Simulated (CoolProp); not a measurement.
The fluid at 298.15 K and 7.22 MPa flows at 3.1 m/s in a round tube of 25 mm bore and 45 µm roughness, fully developed (64/Re and Nu = 3.66 if laminar; Colebrook and Gnielinski if turbulent). The same conditions are run with several fluids, on thermodynamics alone (safety and materials aside).

The numbers come from the reference Helmholtz-energy equation of state of each fluid (methanol: de Reuck 1993; n-butane: Bücker 2006; R152A: Outcalt 1996; propylene: Lemmon 2013; o-xylene: Zhou 2012) in CoolProp.

Rank methanol, n-butane, R152A, propylene, o-xylene by Reynolds number, highest first.

R152A (398000), propylene (386000), n-butane (261000), methanol (108000), o-xylene (84800)

```tsv
fluid	Darcy friction factor	pressure drop (Pa/m)	heat-transfer coefficient (W/(m² K))	mass flow (kg/h)
methanol	0.0245	3730	6540	4340
n-butane	0.0235	2640	6400	3200
R152A	0.0233	4120	8370	5050
propylene	0.0233	2350	7950	2870
o-xylene	0.0249	4210	3970	4830
```

Transport values come from each fluid's own correlations; those of R152A, propylene are estimates that may be off by 10 % or more.
